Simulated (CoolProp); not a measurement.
A single-stage vapour-compression cycle with benzene: evaporating at 295.15 K (dew point), condensing at 328.15 K (bubble point), superheat 8 K, subcooling 8 K, compressor efficiency 0.75, no pressure losses. Each further row changes one setting.

Values from CoolProp's reference Helmholtz-energy equation of state, Thol 2012.

| case | cooling COP | pressure ratio | discharge temperature (K) | refrigerating effect (kJ/kg) | volumetric capacity (kJ/m³) |
|---|---|---|---|---|---|
| as stated | 6.39 | 3.96 | 357.4 | 400 | 138 |
| evaporating temperature 300.15 K | 7.76 | ___ | 353.4 | 405 | 173 |
| condensing temperature 323.15 K | ___ | ___ | 350.1 | 409 | 141 |
| subcooling 13 K | 6.53 | 3.96 | 357.4 | 409 | 141 |
| superheat 18 K | 6.36 | 3.96 | 367.1 | ___ | ___ |
| compressor efficiency 0.65 | ___ | 3.96 | 364.7 | 400 | 138 |

**Question.** Some entries are withheld; supply them.

**Answer.** 
- evaporating temperature 300.15 K, pressure ratio: 3.14
- condensing temperature 323.15 K, cooling COP: 7.62
- condensing temperature 323.15 K, pressure ratio: 3.28
- superheat 18 K, refrigerating effect (kJ/kg): 411
- superheat 18 K, volumetric capacity (kJ/m³): 137
- compressor efficiency 0.65, cooling COP: 5.54
